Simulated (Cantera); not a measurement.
A perfectly stirred reactor is fed with H₂ : O₂ : N₂ = 0.039 : 1 : 1.3 (molar parts), equivalence ratio 0.019, at 8.25 Torr; it is held at 1175 K, and followed from long to short residence time.

Cantera simulation using the H2/O2 subset of GRI-Mech 3.0, which has no nitrogen chemistry; the numbers are that mechanism's predictions, not measurements. Radical loss at walls, strong at low pressure, is not modelled.

One state of this run: x H₂ = 0.000602; x O₂ = 0.416; x H₂O₂ = 3.21e-8; x OH = 0.00117; x H₂O = 0.0147; x HO₂ = 1.02e-6; x O = 0.00827. x: mole fraction; the columns are a selection and need not sum to one.

### Question
Which value of τ (s) does it belong to?
A. 0.00092
B. 27
C. 0.00012
D. 0.056

### Answer
D, 0.056
